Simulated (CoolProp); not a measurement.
Saturation properties of n-undecane.

Computed with CoolProp (reference Helmholtz-energy equation of state, Aleksandrov 2011). It is a short technical equation, of lower accuracy than the large ones.

```
T (°C)  p (MPa)  liquid density (kg/m³)  vapour density (kg/m³)  surface tension (mN/m)
------  -------  ----------------------  ----------------------  ----------------------
195.75        …                   599.4                   4.360                    9.68
202.05   0.1179                   593.6                   5.049                    9.21
208.45   0.1369                   587.6                   5.838                    8.74
214.75   0.1578                   581.6                   6.709                    8.28
221.05        …                   575.5                   7.685                    7.82
227.45   0.2077                   569.1                   8.793                    7.37
233.75   0.2366                   562.8                   10.01                       …
240.05   0.2685                   556.2                   11.37                    6.50
246.45   0.3042                   549.4                   12.90                    6.06
```

### Question
Some entries are withheld; supply them.

### Answer

- 195.75, p (MPa): 0.1012
- 221.05, p (MPa): 0.1812
- 233.75, surface tension (mN/m): 6.93

It boils at 195.8 °C under 1 atm.

Surface tension comes from a separate correlation (Mulero 2014).
